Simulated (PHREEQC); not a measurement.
Dissolve 2.6 mmol/kgw H2SO4 and 5.7 mmol/kgw Fe(NO3)3 at 45 °C. Closed to the air; pH follows from the charge balance.

Equilibrium calculation in PHREEQC: ion-association model, wateq4f.dat.

This is a speciation only: nothing precipitates in the calculation.

Q: Order these S species by the share of S that they hold, largest first: FeHSO4+2, SO4-2, Fe(SO4)2-, HSO4-, FeSO4+.

A: FeSO4+ (69 %), SO4-2 (17 %), HSO4- (11 %), FeHSO4+2 (2.1 %), Fe(SO4)2- (0.78 %)

Q: Order these Fe species by the share of Fe that they hold, largest first: FeSO4+, Fe(OH)2+, Fe2(OH)2+4, Fe+3, FeOH+2.

A: FeOH+2 (36 %), FeSO4+ (31 %), Fe+3 (22 %), Fe2(OH)2+4 (6.9 %), Fe(OH)2+ (2.3 %)

The pH is 2.18 and the ionic strength 0.0258 mol/kgw. Examples of supersaturated solids here: Hematite (slow to form), Goethite (slow to form). Others may be too. Constants without temperature data keep their 25 °C values here.
